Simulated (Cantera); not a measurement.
Ignition delay

Mixture: CH₄ : H₂ : O₂ : N₂ = 0.6 : 0.41 : 1.47 : 5.53 (molar parts), equivalence ratio 0.96, at 6750 Torr, adiabatic and at constant volume. Ignition delay is the time to a rise of 400 K.

Detailed kinetics in Cantera: GRI-Mech 3.0 (53 species, 325 reactions).

```tsv
T0 (K)	delay (ms)
1000	12.6
1050	3.84
1100	1.30
1150	0.531
1200	0.269
1250	0.160
```

| Property | Result |
|---|---|
| apparent activation energy between 1150 and 1250 K | 140 kJ/mol |
